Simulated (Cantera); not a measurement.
Charge: 1 mol CH₃Cl, 1.4 mol F₂, equilibrated at 777 °C and 79.0 mbar.

Method: chemical equilibrium by Gibbs-energy minimisation in Cantera with the NASA 1993 tables (ideal gas, pure condensed phases). Candidate condensed phases: C, C₆H₆, C₇H₈, C₈H₁₈; 118 gas species. Gases not in the tables: C₂F₆ and larger saturated fluorocarbons. Rates play no part.

Base state: HF 0.635, HCl 0.300, CF₄ 0.0589, Cl₂ 0.00510, CClF₃ 0.000780, Cl 0.000201, CCl₂F₂ 1.24e-5 (mole fractions); condensed: C(graphite).

Problem. What changes in the equilibrium state with this change: CH₃Cl replaced by CH₃F?

Solution. 
```tsv
species	before	after
HF	0.635	0.937
CF₄	0.0589	0.0625
HCl	0.300	0
Cl₂	0.00510	0
CClF₃	0.000780	0
Cl	0.000201	0
C(graphite), mol	0.808	0.800
```

Problem. What changes in the equilibrium state with this change: temperature from 777 °C to 2725 °C?

Solution. 
```csv
species,before,after
HF,0.635,0.663
Cl,0.000201,0.212
H,<1e-9,0.0387
HCl,0.300,0.0385
CF₄,0.0589,3.29e-9
F,<1e-9,0.0330
C₃,<1e-9,0.00387
CF,<1e-9,0.00380
H₂,1.55e-9,0.00480
CClF₃,0.000780,<1e-9
C,<1e-9,0.000630
"C(graphite), mol",0.808,0.923
```
The tables' values for CCl are old estimates; treat these amounts as uncertain.

Problem. What changes in the equilibrium state with this change: temperature from 777 °C to 2277 °C?

Solution. 
| species | before | after |
|---|---|---|
| HF | 0.635 | 0.725 |
| Cl | 0.000201 | 0.203 |
| HCl | 0.300 | 0.0587 |
| CF₄ | 0.0589 | 1.11e-7 |
| F | <1e-9 | 0.00848 |
| H | <1e-9 | 0.00250 |
| H₂ | 1.55e-9 | 0.000508 |
| CF | <1e-9 | 0.000322 |
| CF₂ | 2.36e-9 | 0.000458 |
| C(graphite), mol | 0.808 | 0.997 |
